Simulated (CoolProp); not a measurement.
Model: reference Helmholtz-energy equation of state, Rui 2013, in CoolProp.

Question: Give the vapour pressure (MPa), vapour density (kg/m³), enthalpy of vaporisation (kJ/kg), liquid cp (kJ/(kg K)) of saturated R236EA at 319.9, 327.3 K.

Answer: 
| T (K) | p (MPa) | vapour density (kg/m³) | enthalpy of vaporisation (kJ/kg) | liquid cp (kJ/(kg K)) |
|---|---|---|---|---|
| 319.9 | 0.414 | 26.8 | 143 | 1.30 |
| 327.3 | 0.513 | 33.2 | 139 | 1.32 |
